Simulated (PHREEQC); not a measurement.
Consider water at 25 °C with 0.0013 mol/kgw HF, 3.9e-05 mol/kgw KF and 4.1e-05 mol/kgw (NH4)2SiF6. Closed to the air; pH follows from the charge balance.

Equilibrium calculation in PHREEQC: ion-association model, phreeqc.dat.

- pH = 3.18
- ionic strength = 0.000807 mol/kgw
- specific conductance = 285 µS/cm
- total alkalinity = -1.46 meq/kg

```json
[
 {"species": "F-", "molality": "0.000797", "activity": "0.000772", "log γ": "-0.014"},
 {"species": "HF", "molality": "0.000767", "activity": "0.000767", "log γ": "0.000"},
 {"species": "H+", "molality": "0.000684", "activity": "0.000663", "log γ": "-0.013"},
 {"species": "NH4+", "molality": "8.20e-5", "activity": "7.94e-5", "log γ": "-0.014"},
 {"species": "K+", "molality": "3.90e-5", "activity": "3.78e-5", "log γ": "-0.014"},
 {"species": "H4SiO4", "molality": "3.83e-5", "activity": "3.83e-5", "log γ": "0.000"},
 {"species": "SiF6-2", "molality": "2.69e-6", "activity": "2.37e-6", "log γ": "-0.055"}
]
```

Precipitation was switched off in this run. SiF6-2 is the database's only silicon fluoride.
